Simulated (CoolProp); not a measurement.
The numbers come from the reference Helmholtz-energy equation of state, Thol 2018 in CoolProp.

Give the vapour pressure (bar), enthalpy of vaporisation (kJ/kg), liquid cp (kJ/(kg K)) of saturated hydrogen chloride at -4.25, 18.25, 29.55 °C.


```
T (°C)  p (bar)  enthalpy of vaporisation (kJ/kg)  liquid cp (kJ/(kg K))
------  -------  --------------------------------  ---------------------
-4.25      23.1                               321                   1.98
18.25      40.6                               261                   2.41
29.55      52.4                               220                   2.97
```
